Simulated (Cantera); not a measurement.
A freely propagating, adiabatic, planar premixed flame of CH₄ : O₂ : N₂ = 1 : 3.08 : 11.6 (molar parts), unburnt at 648 K and 5.70 bar; mixture-averaged transport, grid criteria slope 0.08 and curve 0.16, no radiation.

Detailed kinetics in Cantera: GRI-Mech 3.0 (53 species, 325 reactions). Burning velocities carry a grid error of a few per cent, more on coarse grids.

Problem. What does this change do: O2 3.08 to 2.4 parts?

Solution. 
```tsv
quantity	before	after
laminar burning velocity	41.6 cm/s	38.7 cm/s
thermal thickness	0.134 mm	0.146 mm
peak x(HO₂)	0.000220	0.000153
peak x(HCN)	1.82e-7	8.36e-7
```

Problem. What does this change do: O2 3.08 to 2.3 parts?

Solution. 
```json
[
 {"quantity": "laminar burning velocity", "before": "41.6 cm/s", "after": "37.3 cm/s"},
 {"quantity": "thermal thickness", "before": "0.134 mm", "after": "0.152 mm"},
 {"quantity": "peak x(HO₂)", "before": "0.000220", "after": "0.000139"},
 {"quantity": "peak x(HCN)", "before": "1.82e-7", "after": "1.11e-6"}
]
```
